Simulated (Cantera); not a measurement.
A freely propagating, adiabatic, planar premixed flame of H2 : O2 : N2 = 1 : 0.278 : 1.04 (molar parts), equivalence ratio 1.8, unburnt at 600 K and 0.987 atm; mixture-averaged transport, grid criteria slope 0.08 and curve 0.16, no radiation.

Model: the H2/O2 subset of GRI-Mech 3.0, which has no nitrogen chemistry, integrated in Cantera. Burning velocities carry a grid error of a few per cent, more on coarse grids.

Task: Predict: laminar burning velocity; thermal thickness; peak x(HO2); peak x(OH); peak x(H); peak x(H2O2).

Result: 
```
Quantity                     Value
------------------------  --------
laminar burning velocity  915 cm/s
thermal thickness         0.451 mm
peak x(HO2)               0.000262
peak x(OH)                 0.00755
peak x(H)                   0.0969
peak x(H2O2)               9.28e-6
```
